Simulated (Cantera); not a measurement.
A Cantera script and its output.

```python
import numpy as np
import cantera as ct

gas = ct.Solution("h2o2.yaml")
gas.TPX = 725, 110000, {'H2': 1, 'O2': 0.926, 'N2': 3.48}
inlet = ct.Reservoir(gas, clone=True)
gas.equilibrate("HP")  # start burning
reactor = ct.IdealGasConstPressureReactor(gas, energy="on", clone=False)
exhaust = ct.Reservoir(gas, clone=True)
tau = [0.49, 0.19, 0.076, 0.03, 0.012, 0.0046, 0.0018, 0.0007, 0.00028, 0.00011, 4.2e-05, 1.7e-05, 6.5e-06][0]
for a, b in ((inlet, reactor), (reactor, exhaust)):
    ct.MassFlowController(a, b, mdot=lambda t: reactor.mass / tau)
net = ct.ReactorNet([reactor])
show = ['H2', 'O2', 'O', 'H', 'HO2']

rows = []
print(f"{'tau/s':>10s}{'T/K':>9s}" + "".join(f"{s:>11s}" for s in show))
for tau in [0.49, 0.19, 0.076, 0.03, 0.012, 0.0046, 0.0018, 0.0007, 0.00028, 0.00011, 4.2e-05, 1.7e-05, 6.5e-06]:
    net.initial_time = 0.0
    net.advance(30 * tau)
    before = gas.X
    net.advance(40 * tau)
    drift = np.max(np.abs(gas.X - before) / (gas.X + 1e-9))
    rows.append([gas.T, *gas[show].X, drift])
    print(f"{tau:10.3e}{gas.T:9.1f}" + "".join(f"{x:11.3e}" for x in gas[show].X))
```

Output:

```
     tau/s      T/K         H2         O2          O          H        HO2
 4.900e-01   2071.0  3.414e-04  8.592e-02  3.366e-04  4.866e-05  2.807e-06
 1.900e-01   2070.1  3.726e-04  8.589e-02  3.627e-04  5.476e-05  2.840e-06
 7.600e-02   2068.0  4.464e-04  8.582e-02  4.253e-04  7.030e-05  2.930e-06
 3.000e-02   2063.2  6.201e-04  8.567e-02  5.763e-04  1.125e-04  3.194e-06
 1.200e-02   2053.6  9.863e-04  8.541e-02  9.026e-04  2.236e-04  3.888e-06
 4.600e-03   2035.3  1.740e-03  8.503e-02  1.586e-03  5.296e-04  5.564e-06
 1.800e-03   2004.1  3.074e-03  8.460e-02  2.806e-03  1.278e-03  8.810e-06
 7.000e-04   1952.4  5.283e-03  8.429e-02  4.836e-03  3.011e-03  1.449e-05
 2.800e-04   1874.5  8.445e-03  8.443e-02  7.688e-03  6.451e-03  2.293e-05
 1.100e-04   1761.8  1.279e-02  8.559e-02  1.115e-02  1.263e-02  3.452e-05
 4.200e-05   1611.3  1.948e-02  8.915e-02  1.397e-02  2.189e-02  4.984e-05
 1.700e-05   1432.5  3.536e-02  9.919e-02  1.298e-02  3.020e-02  7.190e-05
 6.500e-06    725.0  1.850e-01  1.713e-01  3.926e-17  1.310e-15  8.602e-15
```

Model: the H2/O2 subset of GRI-Mech 3.0, which has no nitrogen chemistry, integrated in Cantera.
